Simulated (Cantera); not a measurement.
Feed: 1 mol Ti, a varied amount of H2O, equilibrated at 1675 K and 0.00370 bar.

Equilibrium computed with Cantera from the NASA thermochemical tables; the gas is ideal and each condensed phase is pure. Candidate condensed phases: H2O, Ti, TiO, TiO2, Ti2O3, Ti3O5, Ti4O7; 12 gas species. Equilibrium is a limit: real reactors are often held back by kinetics, nucleation or transport.

**Question.** At 2.9 mol H2O, list the 4 most abundant gas species with their mole fractions, and the condensed phases.

**Answer.** H2 0.688, H2O 0.310, H 0.00158, OH 3.45e-5. Condensed: TiO2(rutile).
